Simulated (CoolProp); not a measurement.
R21 along the isotherm 57.95 °C: Z from the reference equation and from simpler models built on Tc = 179.6 °C, pc = 5.289 MPa, ω = 0.206; each cubic takes its own stable root.

Model: reference Helmholtz-energy equation of state, Platzer 1990, in CoolProp. This equation is an older, rougher fit; its heat capacities, sound speeds and derivatives of the liquid may be far off and weren't checked against measurements.

```json
[
 {"p (MPa)": "0.00836", "phase": "gas", "reference": "0.9984"},
 {"p (MPa)": "0.019", "phase": "gas", "reference": "0.9963"},
 {"p (MPa)": "0.0433", "phase": "gas", "reference": "0.9916"},
 {"p (MPa)": "0.0986", "phase": "gas", "reference": "0.9807"},
 {"p (MPa)": "0.224", "phase": "gas", "reference": "0.9552"},
 {"p (MPa)": "0.511", "phase": "liquid", "reference": "0.01488"},
 {"p (MPa)": "1.16", "phase": "liquid", "reference": "0.03371"},
 {"p (MPa)": "2.64", "phase": "liquid", "reference": "0.07639"}
]
```

Question: How far does each simpler model (van der Waals, Redlich-Kwong, Soave-Redlich-Kwong, Peng-Robinson) lie from the reference over these 8 states: mean and median of the absolute difference, and the worst?

Answer: 
- van der Waals: mean 1081.4 %, median 1.3 %, worst +6194.4 % at 57.95 °C and 0.511 MPa
- Redlich-Kwong: mean 759.2 %, median 0.7 %, worst +6050.5 % at 57.95 °C and 0.511 MPa
- Soave-Redlich-Kwong: mean 2.9 %, median 0.5 %, worst +7.5 % at 57.95 °C and 0.511 MPa
- Peng-Robinson: mean 2.1 %, median 0.3 %, worst -5.3 % at 57.95 °C and 2.64 MPa

At some of these states van der Waals, Redlich-Kwong gives the other phase, because its saturation line lies elsewhere.
